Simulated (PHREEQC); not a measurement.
PHREEQC input (ion-association model, wateq4f.dat):

```
SOLUTION 1
  temp 20
  units mol/kgw
  pH 7 charge
  Cl 0.0041
  K 0.0041
END
SELECTED_OUTPUT 1
  -reset false
  -pH true
  -pe true
  -ionic_strength true
  -water true
  -totals C Ca Cl K S C(-4) C(4) S(-2) S(6)
  -molalities H+ CO3-2 Ca+2 Cl- K+ SO4-2 CaSO4 CO2 HCO3- KSO4-
    CaOH+ CaHCO3+ CaCO3 HSO4- H2S HS- S-2 O2 OH- CaHSO4+
  -equilibrium_phases Gypsum Calcite Portlandite
PRINT
  -reset false
USE solution 1
EQUILIBRIUM_PHASES 1
  Gypsum 0 0.2
  Calcite 0 0
  Portlandite 0 0
  O2(g) -0.68 10
  CO2(g) -5 10
END
# ... the last block is repeated for the other 10 points of log pCO2 (atm)
```

Selected output (columns that matter, 11 of 11 rows; log pCO2 (atm) added in front):

```
log pCO2 (atm)	pH	mu	C	Ca	S	m_H+	m_Ca+2	m_K+	m_SO4-2	m_CaSO4	m_CO2	m_KSO4-	m_OH-	Gypsum
-5	6.4515	0.046997	9.7345e-07	0.015732	0.015732	4.1246e-07	0.010788	0.0039713	0.010661	0.0049438	3.8764e-07	0.00012635	2.3489e-08	0.18426
-4.5	6.2082	0.046997	2.2833e-06	0.015732	0.015732	7.223e-07	0.010788	0.0039713	0.010661	0.0049438	1.2258e-06	0.00012635	1.3413e-08	0.18426
-4	5.9604	0.046999	5.7659e-06	0.015732	0.015732	1.278e-06	0.010788	0.0039713	0.010661	0.0049438	3.8764e-06	0.00012635	7.581e-09	0.18426
-3.5	5.7111	0.047001	1.5624e-05	0.015733	0.015733	2.2688e-06	0.010788	0.0039713	0.010661	0.0049438	1.2258e-05	0.00012635	4.2702e-09	0.18426
-3	5.4613	0.047004	4.4751e-05	0.015733	0.015733	4.0324e-06	0.010789	0.0039713	0.010661	0.0049438	3.8764e-05	0.00012635	2.4027e-09	0.18426
-2.5	5.2114	0.04701	0.00013323	0.015735	0.015735	7.1694e-06	0.01079	0.0039713	0.010661	0.0049439	0.00012258	0.00012634	1.3514e-09	0.18426
-2	4.9614	0.047022	0.00040658	0.015737	0.015737	1.2749e-05	0.010792	0.0039713	0.010661	0.0049439	0.00038764	0.00012633	7.5999e-10	0.18425
-1.5	4.7114	0.047042	0.0012595	0.015742	0.015742	2.2671e-05	0.010795	0.0039714	0.01066	0.004944	0.0012258	0.00012631	4.2739e-10	0.18425
-1	4.4614	0.04708	0.0039362	0.01575	0.01575	4.0318e-05	0.010801	0.0039714	0.01066	0.0049444	0.0038764	0.00012627	2.4034e-10	0.18424
-0.5	4.2114	0.04715	0.012364	0.015767	0.015767	7.1702e-05	0.010813	0.0039715	0.01066	0.0049458	0.012258	0.00012622	1.3515e-10	0.18422
0	3.9615	0.047286	0.038951	0.015801	0.015801	0.00012751	0.010836	0.0039715	0.010663	0.0049501	0.038762	0.00012615	7.5989e-11	0.18419
```
